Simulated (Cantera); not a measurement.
A perfectly stirred reactor is fed with C₂H₆ : H₂ = 1 : 9.6 (molar parts), at 19.0 Pa; it is held at 1548 K, and followed from long to short residence time.

Computed with Cantera and GRI-Mech 3.0 (53 species, 325 reactions). GRI-Mech 3.0 stops at C3 and has no aromatics, soot or wall deposition, so with more carbon than oxygen in the feed, carbon stays in small species such as C2H2 where larger ones or solid carbon would form. Radical loss at walls, strong at low pressure, is not modelled.

Problem. Predict: x(C₂H₆) at τ = 2.70 s; x(H₂) at τ = 2.70 s; x(C₂H₄) at τ = 2.70 s; x(CH₄) at τ = 2.70 s; x(H) at τ = 2.70 s; x(C₂H₆) at τ = 0.110 s; x(H₂) at τ = 0.110 s; x(C₂H₄) at τ = 0.110 s; x(CH₄) at τ = 0.110 s; x(H) at τ = 0.110 s.

Solution. 
```json
{
  "x(C₂H₆) at τ = 2.70 s": "0.000840",
  "x(H₂) at τ = 2.70 s": "0.870",
  "x(C₂H₄) at τ = 2.70 s": "0.00372",
  "x(CH₄) at τ = 2.70 s": "0.0798",
  "x(H) at τ = 2.70 s": "0.00205",
  "x(C₂H₆) at τ = 0.110 s": "0.0146",
  "x(H₂) at τ = 0.110 s": "0.858",
  "x(C₂H₄) at τ = 0.110 s": "0.0168",
  "x(CH₄) at τ = 0.110 s": "0.0881",
  "x(H) at τ = 0.110 s": "0.00255"
}
```
